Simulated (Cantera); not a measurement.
# Ignition delay

Mixture: CH4 : O2 : N2 : H2O = 1 : 4.08 : 15.3 : 1.2 (molar parts), equivalence ratio 0.49, at 1300000 Pa, adiabatic and at constant pressure. Ignition delay is the time to a rise of 400 K.

Detailed kinetics in Cantera: GRI-Mech 3.0 (53 species, 325 reactions). The pressure lies above the range GRI-Mech 3.0 was tuned for (to about 10 atm).

| T0 (K) | delay (ms) |
|---|---|
| 1073 | 16.4 |
| 1123 | 7.79 |
| 1173 | 3.96 |
| 1223 | 2.12 |
| 1273 | 1.19 |
| 1323 | 0.695 |
| 1373 | 0.416 |
| 1423 | 0.256 |
| 1473 | 0.160 |

| Item | Result |
|---|---|
| apparent activation energy between 1373 and 1473 K | 160 kJ/mol |
